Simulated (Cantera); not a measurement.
An isothermal, constant-pressure homogeneous reactor starts with H2 : O2 = 0.11 : 1 (molar parts), at 1350 K and 0.0390 bar.

Cantera simulation using GRI-Mech 3.0 (53 species, 325 reactions); the numbers are that mechanism's predictions, not measurements. Radical loss at walls, strong at low pressure, is not modelled. The temperature is held fixed by assumption; the heat of reaction is taken as removed at once.

One state of this run: x H2 = 0.00245; x O2 = 0.841; x H = 0.0142; x OH = 0.00851; x O = 0.0472. x: mole fraction; the columns are a selection and need not sum to one.

Question: Which value of t (s) does it belong to?
A. 0.00132
B. 0.827
C. 0.0173
D. 0.0628

Answer: A, 0.00132
